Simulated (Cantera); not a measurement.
Feed: 1 mol CH₃Cl, 0.017 mol HCl, held at 3323.15 K and 1.58 Torr.

Cantera equilibrium calculation (NASA polynomials, part measured and part estimated; ideal gas, pure solids and liquids). Candidate condensed phases: C, C₆H₆, C₇H₈, C₈H₁₈; 91 gas species. The tables' values for CCl are old estimates; treat these amounts as uncertain. Equilibrium is a limit: real reactors are often held back by kinetics, nucleation or transport.

Base state: H 0.640, Cl 0.218, C 0.0831, C₃ 0.0327, C₂ 0.0165, H₂ 0.00573, HCl 0.00292, C₂H 0.00111 (mole fractions); condensed: gas only.

**Question.** What changes in the equilibrium state with this change: temperature from 3323.15 K to 2550 K?

**Answer.** 
| species | before | after |
|---|---|---|
| H | 0.640 | 0.354 |
| H₂ | 0.00573 | 0.271 |
| HCl | 0.00292 | 0.193 |
| C | 0.0831 | 0.000155 |
| C₂ | 0.0165 | 4.72e-5 |
| C₃ | 0.0327 | 0.000507 |
| Cl | 0.218 | 0.177 |
| C₄H₂ | 1.07e-7 | 1.98e-5 |
| C₄ | 5.51e-5 | 3.83e-7 |
| C₂H₂ (acetylene) | 3.84e-5 | 0.00361 |
| C₂HCl | 6.07e-7 | 3.18e-5 |
| C(graphite), mol | 0 | 0.973 |
